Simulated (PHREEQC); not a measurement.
Consider water at 25 °C with 0.0027 mol/kgw HNO3, 0.0017 mol/kgw AlCl3 and 0.00014 mol/kgw MnSO4. Closed to the air; pH follows from the charge balance.

All values are PHREEQC results (ion-association model, wateq4f.dat), not measurements.

```
Quantity                  Result
----------------  --------------
pH                          2.61
ionic strength    0.0130 mol/kgw
total alkalinity    -2.70 meq/kg
```

```
species    molality  activity   log γ
---------  --------  --------  ------
Cl-         0.00510   0.00453  -0.051
NO3-        0.00270   0.00239  -0.052
H+          0.00269   0.00244  -0.043
Al+3        0.00162  0.000658  -0.391
Mn+2       0.000138   8.89e-5  -0.190
AlSO4+      7.79e-5   6.95e-5  -0.050
SO4-2       5.25e-5   3.34e-5  -0.196
HSO4-       8.88e-6   7.92e-6  -0.050
AlOH+2      4.18e-6   2.68e-6  -0.193
MnCl+       1.84e-6   1.64e-6  -0.049
MnSO4       5.27e-7   5.28e-7   0.001
Al(SO4)2-   8.23e-8   7.34e-8  -0.050
```

This is a speciation only: nothing precipitates in the calculation.
